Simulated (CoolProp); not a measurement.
CH2F2 (R32) along the isotherm 161.85 °C: Z from the reference equation and from simpler models built on Tc = 78.1 °C, pc = 57.83 bar, ω = 0.277; each cubic takes its own stable root.

Values from CoolProp's reference Helmholtz-energy equation of state, Tillner-Roth 1997.

| p (bar) | phase | reference |
|---|---|---|
| 0.914 | gas | 0.9972 |
| 1.42 | gas | 0.9956 |
| 2.22 | gas | 0.9932 |
| 3.45 | gas | 0.9894 |
| 5.37 | gas | 0.9834 |
| 8.37 | gas | 0.9741 |
| 13 | gas | 0.9597 |
| 20.3 | gas | 0.9367 |
| 31.6 | gas | 0.9008 |
| 49.2 | gas | 0.8439 |
| 76.6 | supercritical | 0.7550 |
| 119 | supercritical | 0.6317 |
| 186 | supercritical | 0.5570 |
| 289 | supercritical | 0.6324 |

**Question.** How far does each simpler model (Redlich-Kwong, Soave-Redlich-Kwong, Peng-Robinson) lie from the reference over these 14 states: mean and median of the absolute difference, and the worst?

**Answer.** 
- Redlich-Kwong: mean 2.2 %, median 0.1 %, worst +17.5 % at 161.85 °C and 289 bar
- Soave-Redlich-Kwong: mean 5.4 %, median 0.7 %, worst +26.4 % at 161.85 °C and 289 bar
- Peng-Robinson: mean 3.0 %, median 0.1 %, worst +16.4 % at 161.85 °C and 289 bar
